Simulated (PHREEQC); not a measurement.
## Buffer: an equilibrium model

Dissolve 3.6 mmol/kgw H3PO4, 120 mmol/kgw NH3 and 0.25 mmol/kgw KCl at 20 °C. Closed to the air; pH follows from the charge balance.

Equilibrium calculation in PHREEQC: ion-association model, phreeqc.dat.

This is a speciation only: nothing precipitates in the calculation.

Q: What pH, ionic strength, specific conductance does the model give?

A: pH 10.62; ionic strength 0.0117 mol/kgw; specific conductance 842 µS/cm.

Q: In which forms is P present?

A: HPO4-2 97 %, PO4-3 2.9 % of the P.

Complexes and solids missing from the database can't appear.
